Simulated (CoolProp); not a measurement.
200 sccm (0 °C, 1 atm) of nitrogen bubbles through liquid propylene glycol at 362.4 K and leaves saturated at a total pressure of 0.0448 MPa (ideal gas phase). Each further row changes one setting.

Model: reference Helmholtz-energy equation of state, Eisenbach 2021, in CoolProp.

```
case                       vapour pressure (kPa)  mole fraction of vapour  delivery (mg/min)  delivery (sccm)  change of delivery for a bath 1 K warmer (%)
-------------------------  ---------------------  -----------------------  -----------------  ---------------  --------------------------------------------
as stated                                   1.67                   0.0372               26.2             7.73                                           5.9
bath temperature 367.4 K                    2.19                   0.0489               34.9             10.3                                           5.8
total pressure 0.0896 MPa                   1.67                   0.0186               12.9             3.79                                           5.8
```
